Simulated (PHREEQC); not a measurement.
Consider water at 25 °C with 7.9e-05 mol/kgw CaSO4, 0.19 mol/kgw Na2SO4 and 0.00021 mol/kgw KCl. Closed to the air; pH follows from the charge balance.

Computed with PHREEQC (ion-association model, phreeqc.dat).

Each row changes one thing in this solution. This is a speciation only: nothing precipitates in the calculation.

```json
[
 {"case": "as made", "pH": "7.26", "ionic strength (mol/kgw)": "0.470", "Na+ (mol/kgw)": "0.330", "SO4-2 (mol/kgw)": "0.140", "NaSO4- (mol/kgw)": "0.0502", "K+ (mol/kgw)": "0.000176", "SI of Gypsum (CaSO4:2H2O)": "-1.99", "SI of Halite (NaCl)": "-6.06"},
 {"case": "diluted 2-fold with water", "pH": "7.22", "ionic strength (mol/kgw)": "0.249", "Na+ (mol/kgw)": "0.172", "SO4-2 (mol/kgw)": "0.0770", "NaSO4- (mol/kgw)": "0.0180", "K+ (mol/kgw)": "9.23e-5", "SI of Gypsum (CaSO4:2H2O)": "-2.34", "SI of Halite (NaCl)": "-6.60"},
 {"case": "CaSO4 from 7.9e-05 to 7.9e-06 mol/kgw", "pH": "7.11", "ionic strength (mol/kgw)": "0.470", "Na+ (mol/kgw)": "0.330", "SO4-2 (mol/kgw)": "0.140", "NaSO4- (mol/kgw)": "0.0502", "K+ (mol/kgw)": "0.000176", "SI of Gypsum (CaSO4:2H2O)": "-2.99", "SI of Halite (NaCl)": "-6.06"},
 {"case": "CaSO4 from 7.9e-05 to 0.000158 mol/kgw", "pH": "7.26", "ionic strength (mol/kgw)": "0.470", "Na+ (mol/kgw)": "0.330", "SO4-2 (mol/kgw)": "0.140", "NaSO4- (mol/kgw)": "0.0503", "K+ (mol/kgw)": "0.000176", "SI of Gypsum (CaSO4:2H2O)": "-1.69", "SI of Halite (NaCl)": "-6.06"},
 {"case": "0.089 mol/kgw TMAH added", "pH": "12.74", "ionic strength (mol/kgw)": "0.563", "Na+ (mol/kgw)": "0.332", "SO4-2 (mol/kgw)": "0.142", "NaSO4- (mol/kgw)": "0.0483", "K+ (mol/kgw)": "(withheld)", "SI of Gypsum (CaSO4:2H2O)": "-2.07", "SI of Halite (NaCl)": "-6.06"},
 {"case": "CaSO4 from 7.9e-05 to 0.000395 mol/kgw", "pH": "7.26", "ionic strength (mol/kgw)": "0.470", "Na+ (mol/kgw)": "0.330", "SO4-2 (mol/kgw)": "0.140", "NaSO4- (mol/kgw)": "0.0503", "K+ (mol/kgw)": "0.000176", "SI of Gypsum (CaSO4:2H2O)": "-1.29", "SI of Halite (NaCl)": "-6.06"},
 {"case": "temperature from 25 to 70 °C", "pH": "6.83", "ionic strength (mol/kgw)": "0.461", "Na+ (mol/kgw)": "0.325", "SO4-2 (mol/kgw)": "0.135", "NaSO4- (mol/kgw)": "0.0546", "K+ (mol/kgw)": "0.000158", "SI of Gypsum (CaSO4:2H2O)": "-2.00", "SI of Halite (NaCl)": "(withheld)"}
]
```

Problem. Some entries are withheld; supply them.

Solution. 
- 0.089 mol/kgw TMAH added, K+ (mol/kgw): 0.000178
- temperature from 25 to 70 °C, SI of Halite (NaCl): -6.12

Species that the database lacks are ignored. (CH3)4N+ isn't in the database: it is added as a free cation with an ion size of 4 Å. At this temperature some constants are extrapolated from 25 °C, and those without enthalpy data are left unchanged.
